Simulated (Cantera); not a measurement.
An adiabatic, constant-volume homogeneous reactor starts with 22.5 % H2, 16.3 % O2, 61.1 % N2, 0.195 % NO, at 1425 K and 0.671 atm.

Cantera simulation using GRI-Mech 3.0 (53 species, 325 reactions); the numbers are that mechanism's predictions, not measurements.

One state of this run: T (K) = 2813; P (bar) = 1.23; x H2 = 0.0191; x O2 = 0.0494; x NO = 0.0101; x H = 0.0108; x H2O2 = 6.45e-7; x HO2 = 1.50e-5. x: mole fraction; the columns are a selection and need not sum to one.

Q: Which value of t (s) does it belong to?
(A) 6.69e-5
(B) 0.000834
(C) 1.25e-5
(D) 1.00e-6

A: B, 0.000834
